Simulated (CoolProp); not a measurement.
Octamethylcyclotetrasiloxane (D4) along the isobar 1650 kPa: fugacity coefficient from the reference equation and from simpler models built on Tc = 313.4 °C, pc = 1347 kPa, ω = 0.598; each cubic takes its own stable root.

Values from CoolProp's reference Helmholtz-energy equation of state, Thol 2015.

```
T (°C)   phase  reference
------  ------  ---------
141.05  liquid    0.02642
159.75  liquid    0.04482
178.45  liquid    0.07132
197.25  liquid     0.1076
215.95  liquid     0.1544
234.65  liquid     0.2123
253.35  liquid     0.2811
272.05  liquid     0.3598
290.75  liquid     0.4461
309.55  liquid     0.5367
```

**Question.** How far does each simpler model (van der Waals, Redlich-Kwong, Soave-Redlich-Kwong, Peng-Robinson) lie from the reference over these 10 states: mean and median of the absolute difference, and the worst?

**Answer.** 
- van der Waals: mean 183.2 %, median 109.8 %, worst +613.5 % at 141.05 °C and 1650 kPa
- Redlich-Kwong: mean 77.5 %, median 55.4 %, worst +223.1 % at 141.05 °C and 1650 kPa
- Soave-Redlich-Kwong: mean 3.3 %, median 3.5 %, worst +4.2 % at 272.05 °C and 1650 kPa
- Peng-Robinson: mean 0.4 %, median 0.3 %, worst +1.7 % at 141.05 °C and 1650 kPa
